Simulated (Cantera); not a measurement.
An adiabatic, constant-pressure homogeneous reactor starts with H2 : O2 : N2 = 1 : 0.568 : 5.45 (molar parts), at 975 K and 5.60 bar. Integrator tolerance rtol = 1e-08.

Cantera simulation using the H2/O2 subset of GRI-Mech 3.0, which has no nitrogen chemistry; the numbers are that mechanism's predictions, not measurements. The hydrogen kinetics of GRI-Mech 3.0 are dated; newer H2 mechanisms differ, most at raised pressure.

Question: What does this change do: initial temperature 975 to 1623 K?

Answer: 
```csv
quantity,before,after
time of steepest temperature rise,35.0 ms,3.26 µs
temperature at 0.300 s,2010 K,2550 K
equilibrium temperature,2010 K,2550 K
x(H2) at 0.300 s,0.000199 (gas-phase equilibrium 0.000199),0.00446 (gas-phase equilibrium 0.00446)
x(O2) at 0.300 s,0.0103 (gas-phase equilibrium 0.0103),0.0108 (gas-phase equilibrium 0.0108)
x(OH) at 0.300 s,0.000814 (gas-phase equilibrium 0.000814),0.00630 (gas-phase equilibrium 0.00630)
x(HO2) at 0.300 s,5.85e-7 (gas-phase equilibrium 5.85e-7),3.26e-6 (gas-phase equilibrium 3.26e-6)
x(H) at 0.300 s,1.04e-5 (gas-phase equilibrium 1.04e-5),0.000889 (gas-phase equilibrium 0.000889)
```
